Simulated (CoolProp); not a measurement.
R125 at 254.15 K and 3.31 MPa flows at 0.58 m/s in a round tube of 100 mm bore and 15 µm roughness, fully developed (64/Re and Nu = 3.66 if laminar; Colebrook and Gnielinski if turbulent). Each further row changes one setting.

Model: reference Helmholtz-energy equation of state, Lemmon 2005, in CoolProp.

```csv
case,Reynolds number,Darcy friction factor,pressure drop (Pa/m),heat-transfer coefficient (W/(m² K)),mass flow (kg/h)
as stated,293000,0.0159,37.9,1010,23200
velocity 1.16 m/s,585000,0.0147,140,1910,46500
diameter 200 mm,585000,0.0139,16.5,911,93000
```

Viscosity comes from a separate model (Huber 2006). Thermal conductivity comes from a separate model (Perkins 2006).
